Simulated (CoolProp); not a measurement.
Properties of chloromethane (R40) along the isotherm 276.8 K (Tc = 418.6 K, pc = 6.929 MPa, ω = 0.150).

Values from CoolProp's reference Helmholtz-energy equation of state, Thol 2014.

| p (MPa) | phase | speed of sound (m/s) | Joule-Thomson coefficient (K/MPa) | expansivity (1/kK) | fugacity coefficient |
|---|---|---|---|---|---|
| 2.89 | liquid | ___ | ___ | 1.932 | 0.1010 |
| 5.77 | liquid | 975.0 | -0.3188 | 1.872 | 0.05404 |
| 8.66 | liquid | 996.3 | -0.3293 | 1.818 | 0.03845 |
| 11.5 | liquid | 1016 | -0.3386 | 1.769 | 0.03088 |
| 14.4 | liquid | 1036 | -0.3472 | 1.724 | 0.02632 |
| 17.3 | liquid | 1054 | -0.3551 | 1.683 | 0.02338 |
| 20.2 | liquid | 1072 | -0.3624 | 1.644 | 0.02136 |
| 23.1 | liquid | 1089 | -0.3691 | 1.609 | 0.01993 |
| 26 | liquid | 1105 | -0.3753 | ___ | 0.01888 |
| 28.9 | liquid | 1121 | -0.3811 | 1.544 | 0.01811 |
| 31.8 | liquid | 1136 | -0.3865 | 1.515 | 0.01754 |
| 34.6 | liquid | 1150 | -0.3914 | 1.489 | 0.01714 |

**Question.** Some entries are withheld; supply them.

**Answer.** 
- 2.89, speed of sound (m/s): 952.5
- 2.89, Joule-Thomson coefficient (K/MPa): -0.3072
- 26, expansivity (1/kK): 1.575
